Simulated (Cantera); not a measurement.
Equilibrium for silicon carbide growth: SiCl4 + C2H2 + H2

A closed system holds: 1 mol SiCl4, 0.059 mol C2H2, 22 mol H2, at 9.75 Torr.

Method: chemical equilibrium by Gibbs-energy minimisation in Cantera with the NASA 1993 tables (ideal gas, pure condensed phases). Candidate condensed phases: C, C6H6, C7H8, C8H18, Si, SiC; 109 gas species. Mutual solubility and eutectic melting of coexisting phases are not modelled. The tables' values for SiCl3, SiCl are old estimates; treat these amounts as uncertain. Gases not in the tables: Si2H6 and higher silanes. Rates play no part.

```
T (°C)  log p H2  log p HCl  log p SiCl2  log p SiCl4  log p SiHCl3  n SiC(s)  n Si(s)  n Si(l)
------  --------  ---------  -----------  -----------  ------------  --------  -------  -------
675        -1.91      -3.46        -5.66        -3.38         -4.17     0.118        0        0
775        -1.92      -3.33        -4.46        -3.47         -4.05     0.118  0.00918        0
875        -1.93      -3.08        -3.89        -3.70         -4.24     0.118   0.0907        0
975        -1.94      -2.95        -3.56        -4.16         -4.61     0.118    0.107        0
1075       -1.95      -2.91        -3.42        -4.85         -5.13     0.118   0.0843        0
1175       -1.95      -2.90        -3.37        -5.58         -5.69     0.118   0.0576        0
1275       -1.95      -2.91        -3.35        -6.24         -6.19     0.118   0.0332        0
1375       -1.95      -2.92        -3.33        -6.83         -6.64     0.118   0.0111        0
1475       -1.95      -2.91        -3.34        -7.35         -7.05     0.118        0   0.0287
```
log p: log10 of the partial pressure in bar; n: condensed amount in mol.

At 675 °C the condensed part is SiC(s). From 775 °C to 1375 °C the condensed part is Si(s) + SiC(s). At 1475 °C the condensed part is Si(l) + SiC(s). The main Si-bearing gas is SiCl4 at 675 °C and SiCl2 at 1475 °C. The share of Si in condensed phases is highest at 975 °C (22.5 %) and lowest at 675 °C (11.8 %).
